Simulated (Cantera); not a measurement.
Input: 1 mol SiCl₄, 2.6 mol HCl, 6.9 mol N₂, equilibrated at 10.0 mbar.

These are equilibrium values from Cantera (NASA tables, ideal gas, pure condensed phases), not measurements of a reactor. Candidate condensed phases: NH₄Cl, Si, Si₃N₄; 28 gas species. The tables' values for SiCl₃ are old estimates; treat these amounts as uncertain. Rates play no part. All values below are at 1425 K.

Base state: N₂ 0.656, HCl 0.247, SiCl₄ 0.0933, Cl 0.00193, SiCl₃ 0.00166, SiCl₂ 0.000116, H₂ 5.11e-5, Cl₂ 3.16e-5 (mole fractions); condensed: gas only.

Question: What changes in the equilibrium state with this change: pressure from 10.0 mbar to 0.100 bar?

Answer: 
```
species    before     after
-------  --------  --------
N₂          0.656     0.657
HCl         0.247     0.247
SiCl₄      0.0933    0.0946
Cl        0.00193  0.000605
SiCl₃     0.00166  0.000536
SiCl₂    0.000116   1.19e-5
H₂        5.11e-5   5.21e-5
```
